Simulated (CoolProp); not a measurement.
Vapour-liquid equilibrium of ethylene (1) + carbon dioxide (2) at 1.19 MPa; x and y are mole fractions of (1).

The numbers come from the multi-fluid Helmholtz-energy mixture model, Smukala 2000 and Span 1996; pair parameters Bell 2016 in CoolProp.

```csv
x,bubble temperature (°C),y at the bubble point,dew temperature at overall composition x (°C),liquid density (mol/L)
0.05,-37.5,0.108,-36.3,…
0.125,-40.0,0.231,-37.8,23.74
0.2,-41.8,0.324,-39.4,23.01
0.275,-43.2,0.398,-40.9,22.30
0.35,-44.2,0.461,…,21.61
0.425,-45.1,0.518,-43.7,20.95
0.5,-45.7,0.572,-44.8,20.32
0.575,…,0.626,-45.7,…
0.65,…,0.682,-46.4,19.17
0.725,-46.8,0.740,-46.8,…
0.8,-46.9,0.802,-46.9,18.13
0.875,-46.9,0.870,-46.9,17.65
0.95,-46.7,0.945,-46.7,17.19
```

### Question
Complete the blanks.

### Answer

- 0.05, liquid density (mol/L): 24.47
- 0.35, dew temperature at overall composition x (°C): -42.3
- 0.575, bubble temperature (°C): -46.2
- 0.575, liquid density (mol/L): 19.73
- 0.65, bubble temperature (°C): -46.6
- 0.725, liquid density (mol/L): 18.64

y crosses x between x = 0.8 and 0.875: the model has an azeotrope there.

Pair parameters are fitted to limited data, so mixtures are less certain than the pure fluids.
